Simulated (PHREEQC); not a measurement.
A made-up water analysis in mg/L, 25 °C, pH 6.8, pe 9.9: Na 5.24; K 5.5; Ca 9.76; Mg 5.3; Cl 6.9; S(6) as SO4 1.3; Alkalinity as HCO3 63.3; N(5) as NO3 0.503; Ba 0.605; Cu(2) 0.0367; Li 0.0724.

Valence states are taken as typed.

The numbers come from PHREEQC with the ion-association model, phreeqc.dat.

No solid was allowed to form.

Q: Order these C species by the share of C that they hold, largest first: CO2, CaHCO3+, HCO3-, MgHCO3+.

A: HCO3- (74 %), CO2 (25 %), CaHCO3+ (0.19 %), MgHCO3+ (0.16 %)

The pH is 6.80 and the ionic strength 0.00176 mol/kgw. The database's constant for dissolved Cu(OH)2 is higher than later reviews accept.
